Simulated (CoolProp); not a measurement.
Saturation properties of R134a.

Computed with CoolProp (reference Helmholtz-energy equation of state, Tillner-Roth 1994).

```csv
T (°C),p (bar),vapour Z,surface tension (mN/m)
-47.15,0.3469,0.9796,18.4
-33.65,0.7072,0.9665,16.3
-20.15,1.319,0.9486,14.3
-6.65,2.285,0.9253,12.4
6.85,3.727,0.8961,10.5
20.35,5.779,0.8605,…
33.85,8.590,0.8176,6.89
47.35,12.32,0.7664,5.22
60.85,17.16,…,3.64
74.35,23.31,0.6284,…
```

Problem. Complete the blanks.

Solution. 
- 20.35, surface tension (mN/m): 8.64
- 60.85, vapour Z: 0.7047
- 74.35, surface tension (mN/m): 2.19

It boils at -26.1 °C under 1 atm.

Surface tension comes from a separate correlation (Mulero 2012).
